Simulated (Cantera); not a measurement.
## Reactions in the system C-Cl-Fe-H

Standard-state values (1 bar) from the NASA 1993 polynomials, evaluated with Cantera. Values are per mole of reaction as written; species without (g) are pure solids or liquids, kept so even where they would boil at 1 bar.

4 FeCl3(g) + C2H4(g) ⇌ 4 FeCl2(g) + 2 CH2Cl2(g)

```csv
T (K),ΔH° (kJ),ΔS° (J/K),ΔG° (kJ),log10 K
2375,211.4,135.5,-110.4,2.43
2400,211.8,135.6,-113.7,2.48
2425,212.2,135.8,-117.1,2.52
2450,212.7,136.0,-120.5,2.57
2475,213.1,136.2,-123.9,2.62
2500,213.5,136.3,-127.3,2.66
2525,214.0,136.5,-130.8,2.70
2550,214.4,136.7,-134.2,2.75
2575,214.9,136.9,-137.6,2.79
2600,215.3,137.1,-141.0,2.83
2625,215.8,137.2,-144.4,2.87
```
